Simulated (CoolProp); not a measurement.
Properties of trans-2-butene along the isotherm 251.85 °C (Tc = 155.5 °C, pc = 40.19 bar, ω = 0.210).

The numbers come from the reference Helmholtz-energy equation of state, Lemmon 2005 in CoolProp. It is a short technical equation, of lower accuracy than the large ones.

```csv
p (bar),phase,cp (kJ/(kg K)),speed of sound (m/s),isothermal compressibility (1/MPa),expansivity (1/kK),fugacity coefficient
0.635,gas,2.369,287.4,15.79,1.923,0.9972
1.2,gas,2.372,286.8,8.378,1.940,0.9948
2.28,gas,2.377,285.6,4.431,1.972,0.9901
4.33,gas,2.387,283.4,2.355,2.036,0.9812
8.21,gas,2.407,279.2,1.265,2.164,0.9645
15.6,gas,2.449,271.1,0.6905,2.442,0.9332
29.5,gas,2.554,255.7,0.3941,3.111,0.8762
55.9,supercritical,2.873,230.2,0.2421,5.062,0.7750
106,supercritical,3.503,243.5,0.1081,7.464,0.6207
201,supercritical,3.123,417.0,0.02106,3.436,0.4860
```
